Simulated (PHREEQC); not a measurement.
Model water analysis in mg/L, 25 °C, pH 6.25, pe 9.4:

```csv
constituent,mg/L
Na,1980
K,362
Ca,113
Mg,164
Cl,3560
S(6) as SO4,901
Alkalinity as HCO3,0.097
O(0) (dissolved oxygen),8.32
Cd,2.98
```

Cl is adjusted to close the charge balance.
Valence states are taken as typed.

Computed with PHREEQC (ion-association model, phreeqc.dat).

Each row changes one thing in this solution. No solid was allowed to form.

| case | ionic strength (mol/kgw) | SO4-2 (mol/kgw) | Mg+2 (mol/kgw) | Ca+2 (mol/kgw) | Cd+2 (mol/kgw) | HCO3- (mol/kgw) | SI of Gypsum (CaSO4:2H2O) | SI of Otavite (CdCO3) |
|---|---|---|---|---|---|---|---|---|
| as made | 0.126 | 0.00678 | 0.00564 | 0.00247 | 5.20e-6 | 2.26e-6 | -1.10 | -3.48 |
| Alkalinity from 0.097 to 0.291 mg/L | 0.126 | 0.00678 | 0.00564 | 0.00247 | 5.20e-6 | 5.26e-6 | -1.10 | -3.11 |
| pH from 6.25 to 6.55 at the same alkalinity | 0.126 | 0.00678 | 0.00564 | 0.00247 | 5.20e-6 | ? | -1.10 | -3.27 |
| S(6) from 901 to 450 mg/L | 0.125 | ? | 0.00617 | 0.00265 | 4.87e-6 | ? | ? | -3.52 |
| all concentrations times 4 at the same typed pH | ? | 0.0217 | 0.0218 | 0.00980 | 5.60e-6 | 6.26e-6 | -0.38 | -3.13 |

Complete the blanks.


- pH from 6.25 to 6.55 at the same alkalinity, HCO3- (mol/kgw): 1.81e-6
- S(6) from 901 to 450 mg/L, SO4-2 (mol/kgw): 0.00333
- S(6) from 901 to 450 mg/L, HCO3- (mol/kgw): 2.17e-6
- S(6) from 901 to 450 mg/L, SI of Gypsum (CaSO4:2H2O): -1.37
- all concentrations times 4 at the same typed pH, ionic strength (mol/kgw): 0.500
